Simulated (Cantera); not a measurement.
Input (Python, Cantera) and output of one run.

```python
import numpy as np
import cantera as ct

gas_names = """
    AL ALCL ALCL2 ALCL3 ALH ALN ALO ALOCL ALOH ALO2 ALO2H AL2 AL2CL6 AL2O AL2O2 CL CLO CL2 H HALO HCL
    HNO HNO2 HNO3 HOCL HO2 H2 H2O H2O2 N NH NH2 NH3 NH2OH NO NO2 NO3 N2 N2H2 N2H4 N2O O OH O2 O3
""".split()
cond_names = """
    AL(cr) AL(L) ALCL3(s) ALCL3(L) ALN(s) AL2O3(a) AL2O3(L) H2O(s) H2O(L) NH4CL(a) NH4CL(b)
""".split()


def load(file, names, dense=False):
    # The tables refer to 1 bar. Condensed volumes are neglected.
    table = {s.name: s for s in ct.Species.list_from_file(file)}
    out = []
    for n in names:
        d = dict(table[n].input_data)
        d["thermo"] = dict(d["thermo"], **{"reference-pressure": 1e5})
        if dense:
            d["equation-of-state"] = {"model": "constant-volume", "density": "1e6 g/cm^3"}
        out.append(ct.Species.from_dict(d))
    return out


gas = ct.Solution(thermo="ideal-gas", species=load("nasa_gas.yaml", gas_names))
cond = {s.name: ct.Solution(thermo="fixed-stoichiometry", species=[s], name=s.name)
        for s in load("nasa_condensed.yaml", cond_names, dense=True)}
atoms = {
    'AlN': {'AL': 1, 'N': 1},
    'Cl2': {'CL': 2},
    'O2': {'O': 2},
    'H2O': {'H': 2, 'O': 1},
}
top_T = {'ALN(s)': 2750}  # K; cautious upper limits of use, not melting points


def equilibrate(T, P, feed):
    n = {}
    for name, mol in feed.items():
        for a, k in atoms[name].items():
            n[a] = n.get(a, 0.0) + k * mol
    gas.TPX = T, P, n
    mass = sum(n.values()) * gas.mean_molecular_weight
    gas.equilibrate("TP")
    valid = [c for c in cond.values() if c.min_temp <= T <= top_T.get(c.name, c.max_temp)]
    mix = ct.Mixture([(gas, mass / gas.mean_molecular_weight)] + [(c, 0.0) for c in valid])
    mix.T, mix.P = T, P
    mix.equilibrate("TP", solver="vcs", rtol=1e-11, max_steps=5000)
    return mix


results = []
feed = {'AlN': 1, 'Cl2': 0.6, 'O2': 1.5, 'H2O': 2.3}  # mol
T = 1523.15  # K
P = 47000  # Pa
mix = equilibrate(T, P, feed)
results.append((T, P, feed, dict(zip(mix.species_names, mix.species_moles))))
print(gas.report(threshold=1e-06))
for i in range(1, mix.n_phases):
    print(f"{mix.phase(i).name:16s} {mix.phase_moles(i):12.5e} mol")
```

It prints:

```
       temperature   1523.2 K
          pressure   47000 Pa
           density   0.10171 kg/m^3
  mean mol. weight   27.405 kg/kmol
   phase of matter   gas

                          1 kg             1 kmol
                     ---------------   ---------------
          enthalpy        -2.683e+06       -7.3528e+07  J
   internal energy       -3.1451e+06       -8.6192e+07  J
           entropy            9689.3        2.6554e+05  J/K
    Gibbs function       -1.7441e+07       -4.7798e+08  J
 heat capacity c_p            1456.5             39915  J/K
 heat capacity c_v            1153.1             31601  J/K

                      mass frac. Y      mole frac. X     chem. pot. / RT
                     ---------------   ---------------   ---------------
                CL         0.0053149         0.0041088           -18.771
               CLO        6.1049e-05        3.2519e-05           -33.792
               CL2         0.0044246         0.0017103           -37.541
               HCL           0.34856           0.26202           -34.833
              HOCL        5.3646e-05        2.8027e-05           -49.854
                H2        2.1966e-07        2.9861e-06           -32.124
               H2O           0.25348            0.3856           -47.145
                NO        0.00059579        0.00054415           -29.523
               NO2        3.3127e-06        1.9734e-06           -44.544
                N2           0.11455           0.11206           -29.003
                 O        2.2752e-06        3.8973e-06           -15.021
                OH        0.00014422        0.00023239           -31.083
                O2           0.27281           0.23365           -30.042
     [  +32 minor]        1.2745e-06        6.7268e-07

AL(L)             0.00000e+00 mol
ALCL3(L)          0.00000e+00 mol
ALN(s)            0.00000e+00 mol
AL2O3(a)          5.00000e-01 mol
```

Cantera equilibrium calculation (NASA polynomials, part measured and part estimated; ideal gas, pure solids and liquids). Gases not in the tables: Al(OH)3.
